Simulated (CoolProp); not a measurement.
Aqueous magnesium chloride as a coolant, 25 % by mass, freezing at -50.2 °C, 1 atm.

Values from CoolProp's Melinder's fits for secondary coolants.

```
T (°C)  cp (kJ/(kg K))  viscosity (mPa s)  conductivity (W/(m K))  Prandtl number
------  --------------  -----------------  ----------------------  --------------
-42.3            2.775                370                   0.402            2550
-35.3            2.781                241                   0.417            1610
-28.2            2.791                155                   0.432             998
-21.2            2.802               99.8                   0.446             627
-14.2            2.815               65.0                   0.461             397
-7.1             2.828               42.8                   0.475             254
-0.1             2.842               28.9                   0.489             168
6.9              2.855               20.1                   0.503             114
13.9             2.866               14.6                   0.517            80.7
21               2.876               10.9                   0.531            59.4
28               2.884               8.70                   0.544            46.2
35               2.888               7.33                   0.556            38.1
```
